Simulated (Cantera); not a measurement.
A closed system holds: 1 mol SiO₂, 0.057 mol C, 0.017 mol N₂, 0.012 mol Si, equilibrated at 10.0 mbar.

Cantera equilibrium calculation (NASA polynomials, part measured and part estimated; ideal gas, pure solids and liquids). Candidate condensed phases: C, Si, SiC, SiO₂, Si₂N₂O, Si₃N₄; 34 gas species. N₂ is the only nitrogen source here; it is nearly inert below about 1500 K, so the nitride shown seldom forms there in practice. Mutual solubility and eutectic melting of coexisting phases are not modelled. The tables hold silica as quartz up to 1696 K and as liquid above; real silica turns to tridymite and cristobalite and melts near 1996 K. Rates play no part.

**Question.** Which condensed phases are stable at each of these points (T (K)): 1423, 1523, 1623, 1723, 1823, 1923, 2023, 2123, 2223, 2323, 2423?

**Answer.** 
| T (K) | condensed phases | Si condensed (%) |
|---|---|---|
| 1423 | C(graphite) + SiO₂(β-quartz) + Si₂N₂O(s) | 100.0 |
| 1523 | SiC(s) + SiO₂(β-quartz) + Si₂N₂O(s) | 100.0 |
| 1623 | SiC(s) + SiO₂(β-quartz) + Si₂N₂O(s) | 99.4 |
| 1723 | SiO₂(condensed) + Si₂N₂O(s) | 94.7 |
| 1823 | SiO₂(condensed) | 92.0 |
| 1923 | SiO₂(condensed) | 92.0 |
| 2023 | SiO₂(l) | 92.0 |
| 2123 | SiO₂(l) | 91.9 |
| 2223 | SiO₂(l) | 91.7 |
| 2323 | SiO₂(l) | 91.1 |
| 2423 | SiO₂(l) | 89.3 |

At 1423 K the condensed part is C(graphite) + SiO₂(β-quartz) + Si₂N₂O(s). From 1523 K to 1623 K the condensed part is SiC(s) + SiO₂(β-quartz) + Si₂N₂O(s). At 1723 K the condensed part is SiO₂(condensed) + Si₂N₂O(s). From 1823 K to 1923 K the condensed part is SiO₂(condensed). From 2023 K to 2423 K the condensed part is SiO₂(l).
